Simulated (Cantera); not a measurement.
What does this Cantera script print?

```python
import numpy as np
import cantera as ct

gas = ct.Solution("gri30.yaml")


def delay(T, t_max=10):
    gas.TPX = T, 650000, {'CH4': 1, 'H2': 0.11, 'O2': 1.58, 'N2': 5.94}
    reactor = ct.IdealGasConstPressureReactor(gas, clone=False)
    net = ct.ReactorNet([reactor])
    net.rtol, net.atol = 1e-8, 1e-16
    while net.time < t_max:
        t_old, T_old = net.time, reactor.T
        net.step()
        if reactor.T > T + 400:  # ignition: a rise of 400 K
            return t_old + (T + 400 - T_old) / (reactor.T - T_old) * (net.time - t_old)
    return np.nan


taus = []
for T in [900, 950, 1000, 1050, 1100, 1150, 1200]:
    taus.append(delay(T))
    print(f"T0 = {T:6g} K   tau = {taus[-1]:.4e} s")
```

It prints:

```
T0 =    900 K   tau = 2.1302e-01 s
T0 =    950 K   tau = 6.1776e-02 s
T0 =   1000 K   tau = 2.3015e-02 s
T0 =   1050 K   tau = 1.1130e-02 s
T0 =   1100 K   tau = 6.4567e-03 s
T0 =   1150 K   tau = 4.0699e-03 s
T0 =   1200 K   tau = 2.6268e-03 s
```

Detailed kinetics in Cantera: GRI-Mech 3.0 (53 species, 325 reactions). Below about 1000 K GRI-Mech 3.0 lacks low-temperature oxidation paths. Below about 950 K walls govern HO2 and H2O2 in real vessels.
